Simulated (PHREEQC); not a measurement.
Consider water at 25 °C with 0.0132 mol HF, 0.00026 mol KF and 0.000182 mol H2SiF6 per kg of water. Closed to the air; pH follows from the charge balance.

Equilibrium calculation in PHREEQC: ion-association model, wateq4f.dat.

| Property | Result |
|---|---|
| pH | 2.57 |
| ionic strength | 0.00330 mol/kgw |
| total alkalinity | -14.3 meq/kg |

| species | molality | activity | log γ |
|---|---|---|---|
| HF | 0.0101 | 0.0101 | 0.000 |
| H+ | 0.00286 | 0.00270 | -0.025 |
| F- | 0.00265 | 0.00249 | -0.027 |
| H2F2 | 0.000265 | 0.000265 | 0.000 |
| K+ | 0.000260 | 0.000244 | -0.027 |
| SiF6-2 | 0.000182 | 0.000142 | -0.107 |

No solid was allowed to form. Species that the database lacks are ignored. SiF6-2 is the database's only silicon fluoride.
